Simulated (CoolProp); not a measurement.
Vapour-liquid equilibrium of m-xylene (1) + n-nonane (2) at 0.000393 MPa; x and y are mole fractions of (1).

The numbers come from the multi-fluid Helmholtz-energy mixture model, Zhou 2012 and Lemmon 2006; pair parameters Bell 2016 in CoolProp.

Problem. Give the bubble temperature and the first vapour's composition at x = 0.65, 0.8, 0.95. Is there an azeotrope?

Solution. x = 0.65: 282.6 K, y = 0.766; x = 0.8: 281.9 K, y = 0.854; x = 0.95: 281.4 K, y = 0.958. No azeotrope shows between x = 0.05 and 0.95.

Pair parameters are fitted to limited data, so mixtures are less certain than the pure fluids.
